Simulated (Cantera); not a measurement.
Cantera run:

```python
import numpy as np
import cantera as ct

gas_names = [...]  # 131 gases of nasa_gas.yaml made of C, H, O
cond_names = """
    C(gr) C6H6(L) C7H8(L) C8H18(L),n-octa H2O(s) H2O(L)
""".split()


# ... load() reads the species with a 1 bar reference pressure and builds the phases ...
atoms = {
    'C2H2': {'C': 2, 'H': 2},
    'O2': {'O': 2},
    'H2': {'H': 2},
}
top_T = {'C(gr)': 4500}  # K; cautious upper limits of use, not melting points


# ... equilibrate(T, P, feed) seeds the gas with the atoms and calls Mixture.equilibrate('TP', solver="vcs", rtol=1e-11, max_steps=5000) ...
results = []
feed = {'C2H2': 1, 'O2': 0.042, 'H2': 59}  # mol
P = 133.322  # Pa
for T in [2000, 2500, 3000, 3500, 4000, 4500, 5000]:
    mix = equilibrate(T, P, feed)
    results.append((T, P, feed, dict(zip(mix.species_names, mix.species_moles))))

top = {s: max(r[3][s] / sum(r[3][g] for g in gas_names) for r in results) for s in gas_names}
cols = sorted((s for s in top if top[s] > 0.001), key=lambda s: -top[s])[:7]
seen = [c for c in cond_names if any(r[3].get(c, 0) > 1e-12 for r in results)]
print("log10 of partial pressures in bar; condensed amounts in mol")
print(f"{'T/K':>10s}" + "".join(f"{s[:9]:>10s}" for s in cols + seen))
for T, P, feed, n in results:
    ng = sum(n[g] for g in gas_names)
    print(f"{T:10.4g}" + "".join(f"{np.log10(max(n[s] / ng * P / 1e5, 1e-99)):10.3f}" for s in cols)
          + "".join(f"{n.get(c, 0):10.4g}" for c in seen))
```

Result:

```
log10 of partial pressures in bar; condensed amounts in mol
       T/K         H        H2         C C2H2,acet        C3        CO     C(gr)
      2000    -4.237    -2.895   -10.517    -6.010   -10.557    -5.739     1.826
      2500    -3.186    -3.173    -6.779    -5.139    -6.304    -5.852    0.8741
      3000    -2.902    -4.200    -4.989    -6.794    -5.588    -6.015         0
      3500    -2.884    -5.310    -4.685   -10.294    -8.008    -6.036         0
      4000    -2.883    -6.170    -4.679   -13.386   -10.495    -6.040         0
      4500    -2.882    -6.842    -4.676   -15.793   -12.435    -6.137         0
      5000    -2.883    -7.382    -4.669   -17.707   -13.972    -6.808         0
```

These are equilibrium values from Cantera (NASA tables, ideal gas, pure condensed phases), not measurements of a reactor.
